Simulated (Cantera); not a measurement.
An isothermal, constant-pressure homogeneous reactor starts with H2 : O2 = 0.0065 : 1 (molar parts), equivalence ratio 0.0032, at 1375 K and 1.20 Torr. Integrator tolerance rtol = 1e-08.

Computed with Cantera and the H2/O2 subset of GRI-Mech 3.0, which has no nitrogen chemistry. Radical loss at walls, strong at low pressure, is not modelled.

| quantity | before | after |
|---|---|---|
| x(H2) at 5.00 s | 1.52e-5 (gas-phase equilibrium 4.99e-8) | 9.66e-6 (gas-phase equilibrium 6.66e-12) |
| x(O2) at 5.00 s | 0.988 (gas-phase equilibrium 0.993) | 0.991 (gas-phase equilibrium 0.994) |
| x(HO2) at 5.00 s | 3.40e-8 (gas-phase equilibrium 1.20e-8) | 1.62e-7 (gas-phase equilibrium 1.01e-10) |
| x(OH) at 5.00 s | 0.000780 (gas-phase equilibrium 4.49e-5) | 0.000151 (gas-phase equilibrium 1.31e-7) |
| x(H2O) at 5.00 s | 0.00600 (gas-phase equilibrium 0.00646) | 0.00633 (gas-phase equilibrium 0.00648) |
| x(H) at 5.00 s | 0.000110 (gas-phase equilibrium 1.93e-8) | 0.000114 (gas-phase equilibrium <1e-12) |
| x(O) at 5.00 s | 0.00520 (gas-phase equilibrium 1.60e-5) | 0.00243 (gas-phase equilibrium 1.81e-9) |

### Question
Which change was made?
A. temperature 1375 to 1175 K
B. pressure from 1.20 Torr to 2.25 Torr
C. temperature 1375 to 975 K
D. pressure from 1.20 Torr to 10.00 Torr

### Answer
C, temperature 1375 to 975 K
